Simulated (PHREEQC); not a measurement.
Solution (25 °C): 0.0015 mol/kgw HF, 0.0054 mol/kgw (CH3)4NF and 0.066 mol/kgw HCl. Closed to the air; pH follows from the charge balance.

All values are PHREEQC results (ion-association model, phreeqc.dat), not measurements.

Each row changes one thing in this solution. This is a speciation only: nothing precipitates in the calculation.

```tsv
case	pH	F- (mol/kgw)	HF2- (mol/kgw)
as made	1.29	0.000113	2.95e-6
diluted 10-fold with water	2.25	7.84e-5	1.84e-7
0.013 mol/kgw Na2CO3 added	1.53	0.000195	5.01e-6
temperature from 25 to 15 °C	1.29	0.000134	3.17e-6
temperature from 25 to 85 °C	1.30	3.66e-5	1.06e-6
temperature from 25 to 65 °C	1.30	5.45e-5	1.64e-6
```

(CH3)4N+ isn't in the database: it is added as a free cation with an ion size of 4 Å. Constants without temperature data keep their 25 °C values here.
